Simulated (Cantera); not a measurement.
Charge: 1 mol TiO2, 1400 mol H2, 0.94 mol H2O, equilibrated at 2173.15 K and 0.00140 bar.

Cantera equilibrium calculation (NASA polynomials, part measured and part estimated; ideal gas, pure solids and liquids). Candidate condensed phases: H2O, Ti, TiO, TiO2, Ti2O3, Ti3O5, Ti4O7; 12 gas species. Equilibrium is a limit: real reactors are often held back by kinetics, nucleation or transport.

Base state: H2 0.877, H 0.121, H2O 0.00126, TiO 0.000611, TiO2 3.86e-5, OH 2.32e-5, Ti 2.05e-5 (mole fractions); condensed: gas only.

Problem. What changes in the equilibrium state with this change: H2 from 1400 to 0.51 mol?

Solution. 
```
species        before    after
------------  -------  -------
H2O           0.00126    0.588
H2              0.877    0.314
H               0.121   0.0723
OH            2.32e-5   0.0182
TiO2          3.86e-5  0.00260
O2            1.36e-9  0.00233
Ti            2.05e-5    <1e-9
O             2.24e-6  0.00293
TiO2(l), mol        0    0.996
```
